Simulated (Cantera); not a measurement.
Input: 1 mol SiH₄, 18 mol NO, 4.5 mol N₂, at 0.0100 bar.

Cantera equilibrium calculation (NASA polynomials, part measured and part estimated; ideal gas, pure solids and liquids). Candidate condensed phases: H₂O, Si, SiO₂, Si₂N₂O, Si₃N₄; 35 gas species. Kinetics and transport are ignored. All values below are at 973 K.

Base state: N₂ 0.600, O₂ 0.311, H₂O 0.0889, NO 2.45e-5 (mole fractions); condensed: SiO₂(β-quartz).

Question: What changes in the equilibrium state with this change: NO from 18 to 0.11 mol?

Answer: 
```tsv
species	before	after
N₂	0.600	0.662
H₂	<1e-9	0.338
H₂O	0.0889	<1e-9
O₂	0.311	<1e-9
NO	2.45e-5	<1e-9
SiO₂(β-quartz), mol	1.00	0
Si₂N₂O(s), mol	0	0.110
Si₃N₄(s), mol	0	0.260
```
